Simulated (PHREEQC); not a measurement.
Consider water at 2.6 °C with 0.0072 mol H3PO4 and 3.1e-05 mol H3AsO4 per kg of water. Closed to the air; pH follows from the charge balance.

The numbers come from PHREEQC with the ion-association model, wateq4f.dat.

```
quantity                   before    after
------------------------  -------  -------
pH                           2.34     4.56
ionic strength (mol/kgw)  0.00491  0.00725
H2PO4- (mol/kgw)          0.00489  0.00716
H3PO4 (mol/kgw)           0.00231  1.99e-5
HPO4-2 (mol/kgw)          7.15e-8  1.83e-5
```

**Question.** Which change was made?
A) temperature from 2.6 to 15 °C
B) H3PO4 from 0.0072 to 0.00648 mol/kgw
C) H3AsO4 left out
D) H3PO4 replaced by KH2PO4 at the same molality
E) diluted 100-fold with water

**Answer.** D, H3PO4 replaced by KH2PO4 at the same molality

This is a speciation only: nothing precipitates in the calculation. H3PO4, which wateq4f.dat lacks, is added to it with the constant of phreeqc.dat. At this temperature some constants are extrapolated from 25 °C, and those without enthalpy data are left unchanged.
